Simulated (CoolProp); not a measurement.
Vapour-liquid equilibrium of R134a (1) + R1234ze(E) (2) at 777 kPa; x and y are mole fractions of (1).

Values from CoolProp's multi-fluid Helmholtz-energy mixture model, Tillner-Roth 1994 and Thol 2016; pair parameters Bell 2022.

```tsv
x	bubble temperature (°C)	y at the bubble point	dew temperature at overall composition x (°C)	liquid density (mol/L)
0.05	39.6	0.069	39.8	9.823
0.125	38.3	(withheld)	38.8	9.959
0.2	37.2	0.252	37.8	10.10
0.275	36.2	0.333	(withheld)	10.23
0.35	35.3	0.410	36.0	10.37
0.425	34.5	0.484	(withheld)	10.50
0.5	33.8	0.555	34.4	10.64
0.575	33.1	0.624	33.6	10.78
0.65	32.5	0.691	(withheld)	10.93
0.725	32.0	0.758	32.3	11.07
0.8	31.5	0.824	31.7	11.22
0.875	31.0	0.890	31.1	11.37
0.95	30.6	0.956	30.6	11.52
```

Task: Complete the blanks.

Result: 
- 0.125, y at the bubble point: 0.164
- 0.275, dew temperature at overall composition x (°C): 36.9
- 0.425, dew temperature at overall composition x (°C): 35.2
- 0.65, dew temperature at overall composition x (°C): 32.9

No azeotrope shows between x = 0.05 and 0.95.

The pair parameters rest on a limited set of measurements; away from them the model extrapolates.
